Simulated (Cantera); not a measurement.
A perfectly stirred reactor is fed with CH4 : CO2 = 1 : 1.3 (molar parts), at 0.133 bar; it is held at 1400 K, and followed from long to short residence time.

Model: GRI-Mech 3.0 (53 species, 325 reactions), integrated in Cantera.

Problem. What does this change do: temperature 1400 to 1650 K?

Solution. 
```csv
quantity,before,after
x(CH4) at τ = 3.60 s,0.359,0.0287
x(CO2) at τ = 3.60 s,0.511,0.0835
x(OH) at τ = 3.60 s,1.11e-8,3.04e-6
x(C2H) at τ = 3.60 s,3.81e-10,1.19e-7
x(H2) at τ = 3.60 s,0.0535,0.270
x(CH4) at τ = 16.0 ms,0.435,0.344
x(CO2) at τ = 16.0 ms,0.565,0.521
x(OH) at τ = 16.0 ms,4.73e-11,4.15e-7
x(C2H) at τ = 16.0 ms,<1e-12,3.26e-8
x(H2) at τ = 16.0 ms,0.000108,0.0776
```

Problem. What does this change do: CH4 1 to 0.51 parts?

Solution. 
```csv
quantity,before,after
x(CH4) at τ = 3.60 s,0.359,0.235
x(CO2) at τ = 3.60 s,0.511,0.670
x(OH) at τ = 3.60 s,1.11e-8,1.46e-8
x(C2H) at τ = 3.60 s,3.81e-10,3.57e-10
x(H2) at τ = 3.60 s,0.0535,0.0298
x(CH4) at τ = 16.0 ms,0.435,0.282
x(CO2) at τ = 16.0 ms,0.565,0.718
x(OH) at τ = 16.0 ms,4.73e-11,8.06e-11
x(C2H) at τ = 16.0 ms,<1e-12,<1e-12
x(H2) at τ = 16.0 ms,0.000108,6.22e-5
```

Problem. What does this change do: temperature 1400 to 1348 K?

Solution. 
```tsv
quantity	before	after
x(CH4) at τ = 3.60 s	0.359	0.413
x(CO2) at τ = 3.60 s	0.511	0.554
x(OH) at τ = 3.60 s	1.11e-8	9.56e-10
x(C2H) at τ = 3.60 s	3.81e-10	3.29e-11
x(H2) at τ = 3.60 s	0.0535	0.0186
x(CH4) at τ = 16.0 ms	0.435	0.435
x(CO2) at τ = 16.0 ms	0.565	0.565
x(OH) at τ = 16.0 ms	4.73e-11	9.18e-12
x(C2H) at τ = 16.0 ms	<1e-12	<1e-12
x(H2) at τ = 16.0 ms	0.000108	2.41e-5
```
